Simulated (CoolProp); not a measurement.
Vapour pressure (MPa) of carbonyl sulfide: the reference equation beside estimates from Tc = 105.6 °C, pc = 6.369 MPa, ω = 0.098.

Values from CoolProp's reference Helmholtz-energy equation of state, Lemmon 2006. It is a short technical equation, of lower accuracy than the large ones.

| T (°C) | reference | Lee-Kesler | van der Waals | Redlich-Kwong | Soave-Redlich-Kwong | Peng-Robinson |
|---|---|---|---|---|---|---|
| 19.55 | 1.117 | 1.119 | 2.076 | 1.218 | 1.125 | [?] |
| 26.45 | 1.328 | 1.331 | 2.316 | 1.444 | 1.340 | 1.328 |
| 33.35 | 1.567 | 1.571 | 2.574 | 1.698 | 1.583 | 1.569 |
| 40.25 | 1.836 | 1.840 | 2.848 | 1.981 | 1.858 | 1.840 |
| 47.15 | 2.137 | 2.140 | 3.140 | 2.294 | 2.164 | 2.143 |
| 54.15 | 2.477 | 2.480 | 3.455 | 2.645 | 2.511 | 2.487 |
| 61.05 | 2.849 | 2.852 | 3.784 | 3.024 | 2.890 | [?] |
| 67.95 | 3.260 | 3.264 | 4.131 | 3.439 | 3.308 | 3.280 |
| 74.85 | 3.713 | 3.718 | 4.498 | 3.889 | 3.766 | 3.738 |
| 81.75 | 4.211 | 4.218 | 4.883 | 4.376 | 4.268 | [?] |
| 88.75 | [?] | 4.777 | 5.294 | 4.911 | 4.824 | 4.802 |

Task: Fill in the missing entries.

Result: 
- 19.55, Peng-Robinson: 1.116
- 61.05, Peng-Robinson: 2.864
- 81.75, Peng-Robinson: 4.242
- 88.75, reference: 4.767

Absolute difference from the reference over all 11 rows, mean and median: Lee-Kesler 0.2 and 0.2 %, van der Waals 43.1 and 39.5 %, Redlich-Kwong 6.5 and 6.8 %, Soave-Redlich-Kwong 1.2 and 1.3 %, Peng-Robinson 0.4 and 0.4 %.
